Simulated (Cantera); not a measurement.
An adiabatic, constant-pressure homogeneous reactor starts with 6.84 % CH₄, 0.547 % H₂, 18.9 % O₂, 71.1 % N₂, 2.60 % CO₂, at 1325 K and 1950 Torr.

Detailed kinetics in Cantera: GRI-Mech 3.0 (53 species, 325 reactions).

x: mole fraction; the columns are a selection and need not sum to one.

```
t (s)     T (K)   x CH₄     x H₂    x O₂     x HCN       x H₂O      x C₂H₄     x CH₂CO
--------  -----  ------  -------  ------  --------  ----------  ----------  ----------
8.00e-6    1325  0.0684  0.00547   0.189    <1e-12     2.19e-8      <1e-12      <1e-12
2.28e-5    1325  0.0684  0.00547   0.189    <1e-12     1.25e-7    8.25e-12      <1e-12
6.51e-5    1325  0.0684  0.00547   0.189    <1e-12     1.08e-6    3.61e-10      <1e-12
0.000186   1325  0.0684  0.00547   0.189    <1e-12  (withheld)  (withheld)    5.86e-12
0.000530   1327  0.0680  0.00543   0.189    <1e-12  (withheld)  (withheld)  (withheld)
0.00151    1348  0.0642  0.00568   0.186    <1e-12     0.00391    0.000208     5.02e-6
0.00431    2553  <1e-12  0.00283  0.0500  3.32e-11       0.132      <1e-12      <1e-12
0.0123     2545  <1e-12  0.00280  0.0472  5.20e-11       0.133      <1e-12      <1e-12
0.0351     2543  <1e-12  0.00279  0.0467  5.54e-11       0.133      <1e-12      <1e-12
0.100      2543  <1e-12  0.00279  0.0467  5.54e-11       0.133      <1e-12      <1e-12
```

Q: Some entries are withheld; supply them.

A: 
- 0.000186, x H₂O: 1.63e-5
- 0.000186, x C₂H₄: 4.06e-8
- 0.000530, x H₂O: 0.000312
- 0.000530, x C₂H₄: 5.16e-6
- 0.000530, x CH₂CO: 1.46e-8
